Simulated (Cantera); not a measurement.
Input: 1 mol Si₂H₆, 0.7 mol Cl₂, 10 mol H₂, 0.033 mol HCl, equilibrated at 7.50 Torr.

Method: chemical equilibrium by Gibbs-energy minimisation in Cantera with the NASA 1993 tables (ideal gas, pure condensed phases). Candidate condensed phases: Si; 19 gas species. The feed counts by its element totals alone. The tables' values for SiCl₃, SiCl are old estimates; treat these amounts as uncertain. Gases not in the tables: Si₂H₆ and higher silanes. Equilibrium is a limit: real reactors are often held back by kinetics, nucleation or transport.

x: gas mole fraction; n: condensed amount in mol.

```csv
T (K),x H₂,x HCl,x SiCl₂,x SiCl₃,x SiCl₄,x H,x SiHCl₃,n Si(s),n Si(l)
1248,0.916,0.0674,0.0124,0.00155,0.00140,[?],0.000671,1.78,0
1298,0.914,0.0695,0.0141,0.00116,0.000567,[?],0.000337,1.78,0
1348,0.913,0.0702,0.0151,0.000827,0.000227,[?],0.000167,1.78,0
1398,0.913,0.0702,0.0159,0.000589,9.33e-5,[?],8.52e-5,1.77,0
1448,0.913,0.0699,0.0165,0.000424,4.02e-5,[?],4.49e-5,1.77,0
1498,0.913,0.0694,0.0169,0.000310,1.81e-5,[?],2.46e-5,1.76,0
1548,0.913,0.0689,0.0173,0.000231,8.60e-6,[?],1.39e-5,1.76,0
1598,0.913,0.0684,0.0176,0.000174,4.26e-6,[?],8.17e-6,1.75,0
1648,0.913,0.0679,0.0179,0.000134,2.20e-6,[?],4.95e-6,1.75,0
1698,0.913,0.0677,0.0180,0.000104,1.18e-6,[?],3.07e-6,0,1.75
```

Task: What belongs in the gaps?

Result: 
- 1248, x H: 4.47e-6
- 1298, x H: 1.02e-5
- 1348, x H: 2.21e-5
- 1398, x H: 4.52e-5
- 1448, x H: 8.81e-5
- 1498, x H: 0.000164
- 1548, x H: 0.000294
- 1598, x H: 0.000509
- 1648, x H: 0.000851
- 1698, x H: 0.00138
